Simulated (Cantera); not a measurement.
## Catalytic combustion on Pt

An isothermal plug-flow reactor at 700 K and 1.18 atm (inlet), inlet velocity 0.53 m/s, active area per volume 1400 1/m; feed 1.95 % H₂, 5.17 % O₂, 90.8 % N₂, 2.07 % H₂O.

Cantera simulation using Deutschmann's 1995 Pt surface mechanism with GRI-Mech 3.0 gas chemistry; the numbers are that mechanism's predictions, not measurements. Catalytic surfaces can have several steady states; this one follows from the mechanism file's or the stated starting coverage. Mass transfer to the wall is taken as infinitely fast.

| z (m) | x H₂ | x O₂ | x H₂O | θ free Pt | θ O* | θ OH* |
|---|---|---|---|---|---|---|
| 8.4e-05 | 0.00302 | 0.0438 | 0.0375 | 0.124 | 0.862 | 0.0138 |
| 0.00015 | 0.00178 | 0.0432 | 0.0388 | 0.0743 | 0.915 | 0.0111 |
| 0.00027 | 0.00100 | 0.0428 | 0.0396 | 0.0435 | 0.948 | 0.00869 |
| 0.00047 | 0.000565 | 0.0426 | 0.0401 | 0.0269 | 0.966 | 0.00692 |
| 0.00084 | 0.000289 | 0.0425 | 0.0403 | 0.0177 | 0.977 | 0.00565 |
| 0.0015 | 0.000125 | 0.0424 | 0.0405 | 0.0131 | 0.982 | 0.00489 |
| 0.0027 | 3.71e-5 | 0.0424 | 0.0406 | 0.0111 | 0.984 | 0.00451 |
| 0.0047 | 5.99e-6 | 0.0424 | 0.0406 | 0.0105 | 0.985 | 0.00438 |
| 0.0084 | 2.26e-7 | 0.0424 | 0.0406 | 0.0104 | 0.985 | 0.00436 |
x: gas mole fraction; θ: surface coverage.
